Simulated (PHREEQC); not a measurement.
Dissolve 0.0019 mol Cu(BF4)2 and 0.00074 mol KCl per kg of water at 25 °C. Closed to the air; pH follows from the charge balance.

The numbers come from PHREEQC with the ion-association model, wateq4f.dat.

Task: The ionic strength comes out as 0.00739 mol/kgw. What activity coefficients do Cu+2, CuF+, K+, F-, CuCl+ get?

Result: Cu+2 0.71, CuF+ 0.91, K+ 0.91, F- 0.91, CuCl+ 0.91.

No solid was allowed to form. Real BF4- forms and hydrolyses slowly; the run takes it at equilibrium.
